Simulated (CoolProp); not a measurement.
Vapour-liquid equilibrium of R1234yf (1) + isobutane (2) at 59.75 °C; x and y are mole fractions of (1).

The numbers come from the multi-fluid Helmholtz-energy mixture model, Lemmon 2022 and Bücker 2006; pair parameters Bell 2016 in CoolProp.

```
x      bubble pressure, mixture model (kPa)  bubble pressure, Raoult's law (kPa)  y, mixture model  y, Raoult's law
-----  ------------------------------------  -----------------------------------  ----------------  ---------------
0.05                                  978.3                                902.6             0.135            0.090
0.125                                  1118                                960.2             0.271            0.213
0.2                                    1228                                 1018             0.365            0.321
0.275                                  1316                                 1075             0.437            0.417
0.35                                   1389                                 1133             0.497            0.504
0.425                                  1450                                 1191             0.550            0.583
0.5                                    1502                                 1248             0.601            0.654
0.575                                  1546                                 1306             0.651            0.719
0.65                                   1582                                 1364             0.702            0.778
0.725                                  1611                                 1421             0.756            0.833
0.8                                    1631                                 1479             0.814            0.883
0.875                                  1641                                 1537             0.878            0.930
0.95                                   1640                                 1594             0.948            0.973
```

The largest gap from Raoult's law is +22.6 % in bubble pressure, at x = 0.35. y crosses x between x = 0.875 and 0.95: the model has an azeotrope there.

The pair parameters rest on a limited set of measurements; away from them the model extrapolates.
